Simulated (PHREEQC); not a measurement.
# Ultrapure water in contact with air or piping: an equilibrium model

Model water analysis in mg/L, 85 °C, pH 5.88, pe 9.8:

```csv
constituent,mg/L
Na,0.0434
K,0.00334
Ca,0.0195
Mg,0.00736
Cl,0.0215
S(6) as SO4,0.0963
Alkalinity as HCO3,0.0528
Zn,0.00261
Sr,0.0035
O(0) (dissolved oxygen),7.12e-05
```

Valence states are taken as typed.

All values are PHREEQC results (ion-association model, phreeqc.dat), not measurements.

```
Property                       Result
--------------------  ---------------
ionic strength        6.78e-6 mol/kgw
charge-balance error            2.4 %
```

```tsv
species	molality	activity	log γ
CO2	5.81e-6	5.81e-6	0.000
HCO3-	1.94e-6	1.94e-6	-0.001
Na+	1.89e-6	1.88e-6	-0.001
H+	1.32e-6	1.32e-6	-0.001
SO4-2	1.00e-6	9.88e-7	-0.006
Cl-	6.06e-7	6.04e-7	-0.002
Ca+2	4.86e-7	4.80e-7	-0.006
Mg+2	3.02e-7	2.98e-7	-0.006
OH-	2.44e-7	2.43e-7	-0.002
K+	8.54e-8	8.51e-8	-0.002
```

This is a speciation only: nothing precipitates in the calculation. Complexes and solids missing from the database can't appear. Constants without temperature data keep their 25 °C values here.
